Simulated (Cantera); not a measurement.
Gas-phase reforming

An isothermal, constant-pressure homogeneous reactor starts with 28.8 % CH4, 19.3 % CO2, 51.9 % H2, at 2100 K and 4.93 atm.

Cantera simulation using GRI-Mech 3.0 (53 species, 325 reactions); the numbers are that mechanism's predictions, not measurements.

```
t (s)       x CH4    x CO2   x H2     x H2O      x O2
--------  -------  -------  -----  --------  --------
0.000600   0.0213  0.00714  0.593     0.122   1.57e-9
0.00270    0.0128  0.00489  0.636    0.0767  6.19e-10
0.0121    0.00719  0.00166  0.682    0.0229  5.70e-11
0.0545    0.00450  7.09e-5  0.702  0.000937    <1e-12
0.245     0.00437  1.01e-6  0.703   1.34e-5    <1e-12
1.10      0.00437  1.01e-6  0.703   1.34e-5    <1e-12
4.95      0.00437  1.01e-6  0.703   1.34e-5    <1e-12
22.2      0.00437  1.01e-6  0.703   1.34e-5    <1e-12
100       0.00437  1.01e-6  0.703   1.34e-5    <1e-12
```
x: mole fraction; the columns are a selection and need not sum to one.

Equilibrium at this temperature and pressure: CH4 0.00437, CO2 1.02e-6, H2 0.703, H2O 1.35e-5, O2 <1e-12 (gas phase only).
